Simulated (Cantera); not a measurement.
## NO annealing gas

An isothermal, constant-pressure homogeneous reactor starts with 32.3 % NO, 67.7 % N2, at 1973 K and 0.220 bar.

Computed with Cantera and GRI-Mech 3.0 (53 species, 325 reactions).

```csv
t (s),x NO,x O2,x N2,x N2O,x O,x NO2
6.00e-6,0.323,3.70e-11,0.677,1.31e-7,1.30e-7,5.43e-10
3.39e-5,0.323,1.17e-9,0.677,7.34e-7,7.28e-7,1.68e-8
0.000192,0.323,3.66e-8,0.677,4.00e-6,3.91e-6,4.48e-7
0.00108,0.323,1.35e-6,0.677,1.87e-5,2.09e-5,7.11e-6
0.00613,0.322,7.90e-5,0.678,4.40e-5,8.55e-5,3.67e-5
0.0346,0.320,0.000928,0.678,4.56e-5,9.97e-5,4.31e-5
0.196,0.311,0.00589,0.683,4.22e-5,0.000129,5.66e-5
1.11,0.254,0.0341,0.712,2.69e-5,0.000233,8.93e-5
6.26,0.0737,0.124,0.802,2.23e-6,0.000413,4.80e-5
35.4,0.00694,0.158,0.835,1.76e-7,0.000462,5.08e-6
200,0.00637,0.158,0.835,1.73e-7,0.000462,4.67e-6
```
x: mole fraction; the columns are a selection and need not sum to one.

Equilibrium at this temperature and pressure: NO 0.00637, O2 0.158, N2 0.835, N2O 1.73e-7, O 0.000462, NO2 4.67e-6 (gas phase only).
